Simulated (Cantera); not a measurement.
Charge: 1 mol CH3F, at 1525 K and 133 Pa.

Equilibrium computed with Cantera from the NASA thermochemical tables; the gas is ideal and each condensed phase is pure. Candidate condensed phases: C, C6H6, C7H8, C8H18; 95 gas species. Kinetics and transport are ignored.

Base state: HF 0.500, H2 0.500, H 0.000458 (mole fractions); condensed: C(graphite).

Problem. What changes in the equilibrium state with this change: temperature from 1525 K to 1600 K?

Solution. 
| species | before | after |
|---|---|---|
| HF | 0.500 | 0.500 |
| H2 | 0.500 | 0.499 |
| H | 0.000458 | 0.00105 |
| C2H2 (acetylene) | 6.04e-6 | 1.37e-5 |
| C(graphite), mol | 1.000 | 1.000 |
